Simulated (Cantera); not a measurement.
An isothermal, constant-pressure homogeneous reactor starts with NO : N2 = 1 : 12 (molar parts), at 2100 K and 3300 Pa.

Detailed kinetics in Cantera: GRI-Mech 3.0 (53 species, 325 reactions). Radical loss at walls, strong at low pressure, is not modelled.

x: mole fraction; the columns are a selection and need not sum to one.

```
t (s)       x NO       x O   x N2      x O2     x NO2    x N2O
--------  ------  --------  -----  --------  --------  -------
5.00e-6   0.0769   2.27e-9  0.923    <1e-12    <1e-12  2.26e-9
1.83e-5   0.0769   8.31e-9  0.923    <1e-12    <1e-12  8.29e-9
6.71e-5   0.0769   3.06e-8  0.923  6.24e-12  6.04e-12  3.03e-8
0.000246  0.0769   1.13e-7  0.923  8.45e-11  7.70e-11  1.09e-7
0.000902  0.0769   4.34e-7  0.923   1.17e-9  8.70e-10  3.81e-7
0.00330   0.0769   1.81e-6  0.923   1.73e-8       ___  1.17e-6
0.0121    0.0769   8.42e-6  0.923   2.86e-7       ___  2.49e-6
0.0444    0.0769   3.67e-5  0.923   4.80e-6       ___  2.92e-6
0.163     0.0766  0.000134  0.923   7.08e-5       ___  2.84e-6
0.596     0.0749  0.000344  0.924  0.000813       ___  2.58e-6
2.18      0.0650  0.000640  0.929   0.00561       ___  1.82e-6
8.00      0.0274   0.00120  0.947    0.0242       ___  3.19e-7
```

### Question
What belongs in the gaps?

### Answer

- 0.00330, x NO2: 7.33e-9
- 0.0121, x NO2: 4.42e-8
- 0.0444, x NO2: 2.04e-7
- 0.163, x NO2: 7.19e-7
- 0.596, x NO2: 1.71e-6
- 2.18, x NO2: 2.95e-6
- 8.00, x NO2: 2.48e-6
